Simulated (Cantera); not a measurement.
A freely propagating, adiabatic, planar premixed flame of 37.8 % H₂, 11.1 % O₂, 42.0 % N₂, 9.08 % H₂O, equivalence ratio 1.7, unburnt at 498 K and 10.0 bar; multicomponent transport, grid criteria slope 0.08 and curve 0.16, no radiation.

Computed with Cantera and the H2/O2 subset of GRI-Mech 3.0, which has no nitrogen chemistry. The hydrogen kinetics of GRI-Mech 3.0 are dated; newer H2 mechanisms differ, most at raised pressure. Burning velocities carry a grid error of a few per cent, more on coarse grids.

x: mole fraction of selected species; z is measured from the peak of heat release.

```
z (mm)    T (K)  u (m/s)   x H₂      x O₂   x H₂O      x OH       x O      x H
--------  -----  -------  -----  --------  ------  --------  --------  -------
-0.0701     498     3.79  0.378     0.111  0.0908     <1e-8     <1e-8    <1e-8
-0.0467     498     3.79  0.378     0.111  0.0909     <1e-8     <1e-8    <1e-8
-0.0350     500     3.80  0.376     0.112  0.0911     <1e-8   1.11e-8    <1e-8
-0.0234     512     3.86  0.371     0.112  0.0923     <1e-8   1.25e-7    <1e-8
-0.0117     659     4.79  0.340     0.113   0.106   2.48e-5   7.82e-6  1.88e-5
-0.00584    989     6.97  0.299    0.0990   0.146  0.000566  0.000135  0.00121
0             ?     9.53      ?         ?       ?         ?         ?        ?
0.00584    1650     11.3  0.206    0.0400   0.271   0.00246   0.00106   0.0148
0.0117     1803     12.3  0.180    0.0197   0.309   0.00338  0.000936   0.0194
0.0234     1939     13.2  0.163   0.00453   0.338   0.00392  0.000508   0.0198
0.0467     2027     13.7  0.162  0.000579   0.348   0.00326  0.000221   0.0144
0.0934     2086     14.1  0.165   9.97e-5   0.352   0.00210   7.81e-5  0.00848
0.187      2120     14.3  0.166         ?   0.353         ?         ?        ?
```

Task: Fill in the missing entries.

Result: 
- 0, T (K): 1380
- 0, x H₂: 0.249
- 0, x O₂: 0.0705
- 0, x H₂O: 0.210
- 0, x OH: 0.00136
- 0, x O: 0.000664
- 0, x H: 0.00702
- 0.187, x O₂: 2.80e-5
- 0.187, x OH: 0.00119
- 0.187, x O: 2.32e-5
- 0.187, x H: 0.00455
